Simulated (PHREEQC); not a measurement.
A solution holds 47 mmol/kgw HF, 0.25 mmol/kgw Na2CO3 and 0.86 mmol/kgw LiCl, at 20 °C. Closed to the air; pH follows from the charge balance.

The numbers come from PHREEQC with the ion-association model, phreeqc.dat.

Precipitation was switched off in this run.

Order these F species by the share of F that they hold, largest first: HF, HF2-, F-.

HF (84 %), F- (12 %), HF2- (3.5 %)

The pH is 2.25 and the ionic strength 0.00739 mol/kgw.
